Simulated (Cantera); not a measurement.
Feed: 1 mol SiHCl3, 0.59 mol NH3, equilibrated at 1875 °C and 0.490 bar.

Cantera equilibrium calculation (NASA polynomials, part measured and part estimated; ideal gas, pure solids and liquids). Candidate condensed phases: NH4Cl, Si, Si3N4; 28 gas species. The tables' values for SiCl3, SiCl are old estimates; treat these amounts as uncertain. Gases not in the tables: Si2H6 and higher silanes. Equilibrium is a limit: real reactors are often held back by kinetics, nucleation or transport.

Base state: HCl 0.297, SiCl2 0.297, H2 0.287, N2 0.0933, SiCl3 0.0163, H 0.00319, Cl 0.00242, SiCl 0.00127 (mole fractions); condensed: gas only.

Question: What changes in the equilibrium state with this change: NH3 from 0.59 to 18 mol?

Answer: 
```
species       before    after
----------  --------  -------
H2             0.287    0.690
N2            0.0933    0.236
HCl            0.297   0.0580
SiCl2          0.297  0.00992
SiCl3         0.0163  6.87e-5
SiCl4       0.000837  4.43e-7
SiHCl3      0.000415  2.70e-6
Si(l), mol         0    0.574
```
The tables' values for SiCl, SiCl3, SiN are old estimates; treat these amounts as uncertain.

Question: What changes in the equilibrium state with this change: NH3 from 0.59 to 14 mol?

Answer: 
| species | before | after |
|---|---|---|
| H2 | 0.287 | 0.677 |
| N2 | 0.0933 | 0.233 |
| HCl | 0.297 | 0.0695 |
| SiCl2 | 0.297 | 0.0145 |
| SiCl3 | 0.0163 | 0.000122 |
| SiCl4 | 0.000837 | 9.49e-7 |
| SiHCl3 | 0.000415 | 4.74e-6 |
| Si(l), mol | 0 | 0.522 |
The tables' values for SiCl, SiCl3, SiN are old estimates; treat these amounts as uncertain.
